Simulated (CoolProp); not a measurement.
The fluid at 298.15 K and 0.0371 MPa is throttled through a valve to 0.00874 MPa with no heat exchange. The same conditions are run with several fluids, on thermodynamics alone (safety and materials aside).

The numbers come from the reference Helmholtz-energy equation of state of each fluid (cis-2-butene: Lemmon 2005; R115: Lemmon 2016; R1233zd(E): Akasaka 2022; R236FA: Pan 2012; nitrous oxide: Lemmon 2006) in CoolProp.

| fluid | temperature change (K) | final density (kg/m³) |
|---|---|---|
| cis-2-butene | -0.9 | 0.199 |
| R115 | -0.4 | 0.546 |
| R1233zd(E) | -0.9 | 0.463 |
| R236FA | -0.6 | 0.539 |
| nitrous oxide | -0.3 | 0.155 |
